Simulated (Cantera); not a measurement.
Input: 1 mol CaO, 3.8 mol Cl₂, 0.5 mol N₂, 2 mol HCl, equilibrated at 1823 K and 0.0280 bar.

Method: chemical equilibrium by Gibbs-energy minimisation in Cantera with the NASA 1993 tables (ideal gas, pure condensed phases). Candidate condensed phases: Ca, CaCl₂, CaO, Ca(OH)₂, H₂O, NH₄Cl; 36 gas species. Rates play no part.

Base state: Cl 0.503, HCl 0.219, CaCl₂ 0.110, Cl₂ 0.0573, N₂ 0.0548, O₂ 0.0542, NO 0.000601, H₂O 0.000434 (mole fractions); condensed: gas only.

Q: What changes in the equilibrium state with this change: CaO replaced by MgO?

A: 
```
species    before     after
-------  --------  --------
Cl          0.503     0.503
HCl         0.219     0.219
MgCl₂           0     0.110
CaCl₂       0.110         0
Cl₂        0.0573    0.0573
O₂         0.0542    0.0542
N₂         0.0548    0.0548
OH        9.09e-5   9.09e-5
H₂O      0.000434  0.000434
```
Further candidate phases: Mg, MgCl₂, MgO, Mg(OH)₂.
